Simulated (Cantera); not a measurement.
Mixture: CH4 : O2 : N2 = 1 : 1.25 : 4.7 (molar parts), at 22.0 bar, adiabatic and at constant volume. Ignition delay is the time to a rise of 400 K.

Cantera simulation using GRI-Mech 3.0 (53 species, 325 reactions); the numbers are that mechanism's predictions, not measurements. The pressure lies above the range GRI-Mech 3.0 was tuned for (to about 10 atm).

Problem. Predict: delay at 1048 K; delay at 1148 K; delay at 1248 K; delay at 1348 K; apparent activation energy between 1298 and 1398 K.

Solution. 
| Item | Value |
|---|---|
| delay at 1048 K | 18.2 ms |
| delay at 1148 K | 4.40 ms |
| delay at 1248 K | 1.31 ms |
| delay at 1348 K | 0.446 ms |
| apparent activation energy between 1298 and 1398 K | 160 kJ/mol |
